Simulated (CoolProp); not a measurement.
Vapour-liquid equilibrium of ethylene (1) + isobutane (2) at 0.592 bar; x and y are mole fractions of (1).

Computed with CoolProp (multi-fluid Helmholtz-energy mixture model, Smukala 2000 and Bücker 2006; pair parameters Bell 2016).

```tsv
x	bubble temperature, mixture model (K)	bubble temperature, Raoult's law (K)	y, mixture model	y, Raoult's law
0.05	224.2	219.2	0.709	0.786
0.15	199.7	195.6	0.945	0.960
0.25	187.8	185.0	0.981	0.985
0.35	180.4	178.5	0.991	0.993
0.45	175.2	173.9	0.996	0.996
0.55	171.2	170.4	0.998	0.998
0.65	168.0	167.6	0.999	0.999
0.75	165.5	165.2	0.999	0.999
0.85	163.4	163.3	1.000	1.000
0.95	161.6	161.5	1.000	1.000
```

The largest gap from Raoult's law is +5.0 K in bubble temperature, at x = 0.05. No azeotrope shows between x = 0.05 and 0.95.

Pair parameters are fitted to limited data, so mixtures are less certain than the pure fluids.
